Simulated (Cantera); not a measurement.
Charge: 1 mol CO₂, 9.8 mol H₂O, 1.4 mol O₂, at 2102 °C and 23.0 mbar.

Equilibrium computed with Cantera from the NASA thermochemical tables; the gas is ideal and each condensed phase is pure. Candidate condensed phases: C, C₆H₆, C₇H₈, C₈H₁₈, H₂O; 110 gas species. The numbers say what is thermodynamically allowed, not how fast it happens.

Q: What is the equilibrium state?

A: 
| Property | Result |
|---|---|
| x(H₂O) | 0.672 |
| x(O₂) | 0.119 |
| x(CO₂) | 0.0567 |
| x(OH) | 0.0554 |
| x(H₂) | 0.0403 |
| x(CO) | 0.0198 |
| x(H) | 0.0187 |
| x(O) | 0.0173 |
| x(HO₂) | 6.74e-6 |
| gas amount | 13.07 mol |
| log10 activity of C(graphite) (absent) | -9.03 |
